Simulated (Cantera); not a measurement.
Feed: 1 mol Si, 0.58 mol N₂O, 220 mol N₂, 0.07 mol HF, equilibrated at 0.0975 Torr.

These are equilibrium values from Cantera (NASA tables, ideal gas, pure condensed phases), not measurements of a reactor. Candidate condensed phases: H₂O, Si, SiO₂, Si₂N₂O, Si₃N₄; 58 gas species. Mutual solubility and eutectic melting of coexisting phases are not modelled. The tables hold silica as quartz up to 1696 K and as liquid above; real silica turns to tridymite and cristobalite and melts near 1996 K. Rates play no part.

Problem. Which condensed phases are stable at each of these points (T (°C)): 702, 802, 902, 1002, 1102, 1202, 1302, 1402, 1502, 1602, 1702, 1802, 1902?

Solution. 
```json
[
 {"T (°C)": "702", "condensed phases": "SiO₂(β-quartz) + Si₂N₂O(s)", "Si condensed (%)": "98.3"},
 {"T (°C)": "802", "condensed phases": "SiO₂(β-quartz) + Si₂N₂O(s)", "Si condensed (%)": "98.4"},
 {"T (°C)": "902", "condensed phases": "SiO₂(β-quartz) + Si₂N₂O(s)", "Si condensed (%)": "98.4"},
 {"T (°C)": "1002", "condensed phases": "SiO₂(β-quartz) + Si₂N₂O(s)", "Si condensed (%)": "92.5"},
 {"T (°C)": "1102", "condensed phases": "Si₂N₂O(s)", "Si condensed (%)": "79.8"},
 {"T (°C)": "1202", "condensed phases": "Si₂N₂O(s) + Si₃N₄(s)", "Si condensed (%)": "48.4"},
 {"T (°C)": "1302", "condensed phases": "Si(s)", "Si condensed (%)": "28.1"},
 {"T (°C)": "1402", "condensed phases": "gas only", "Si condensed (%)": "0.0"},
 {"T (°C)": "1502", "condensed phases": "gas only", "Si condensed (%)": "0.0"},
 {"T (°C)": "1602", "condensed phases": "gas only", "Si condensed (%)": "0.0"},
 {"T (°C)": "1702", "condensed phases": "gas only", "Si condensed (%)": "0.0"},
 {"T (°C)": "1802", "condensed phases": "gas only", "Si condensed (%)": "0.0"},
 {"T (°C)": "1902", "condensed phases": "gas only", "Si condensed (%)": "0.0"}
]
```

From 702 °C to 1002 °C the condensed part is SiO₂(β-quartz) + Si₂N₂O(s). At 1102 °C the condensed part is Si₂N₂O(s). At 1202 °C the condensed part is Si₂N₂O(s) + Si₃N₄(s). At 1302 °C the condensed part is Si(s). From 1402 °C to 1902 °C nothing is condensed.
